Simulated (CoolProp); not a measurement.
Vapour-liquid equilibrium of cyclohexane (1) + o-xylene (2) at 0.718 bar; x and y are mole fractions of (1).

Model: multi-fluid Helmholtz-energy mixture model, Zhou 2014 and Zhou 2012; pair parameters Bell 2016, in CoolProp.

```csv
x,bubble temperature (°C),y at the bubble point,dew temperature at overall composition x (°C),liquid density (mol/L)
0.05,122.4,0.272,130.2,7.471
0.15,108.3,0.574,126.9,7.653
0.25,98.6,0.723,123.2,7.801
0.35,91.7,0.807,119.2,7.930
0.45,86.5,0.860,114.7,8.048
0.55,82.4,0.897,109.6,8.160
0.65,79.1,0.925,103.7,8.270
0.75,76.2,0.948,96.5,8.382
0.85,73.5,0.969,87.5,8.497
0.95,70.9,0.990,75.9,8.618
```

No azeotrope shows between x = 0.05 and 0.95.

The pair parameters rest on a limited set of measurements; away from them the model extrapolates.
